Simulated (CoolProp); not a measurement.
Hexamethyldisiloxane (MM) along the isotherm 561.5 K: fugacity coefficient from the reference equation and from simpler models built on Tc = 518.7 K, pc = 1.931 MPa, ω = 0.418; each cubic takes its own stable root.

The numbers come from the reference Helmholtz-energy equation of state, Thol 2016 in CoolProp.

```csv
p (MPa),phase,reference,van der Waals,Soave-Redlich-Kwong
0.0305,gas,0.9957,0.9961,0.9960
0.0579,gas,0.9919,0.9927,0.9924
0.11,gas,0.9847,0.9861,0.9857
0.208,gas,0.9712,0.9737,0.9730
0.394,gas,0.9457,0.9504,0.9491
0.748,gas,0.8981,0.9061,0.9044
1.42,gas,0.8109,0.8223,0.8223
2.69,supercritical,0.6580,0.6546,0.6748
5.09,supercritical,0.4569,0.4622,0.4854
9.66,supercritical,0.3417,0.3789,0.3758
```
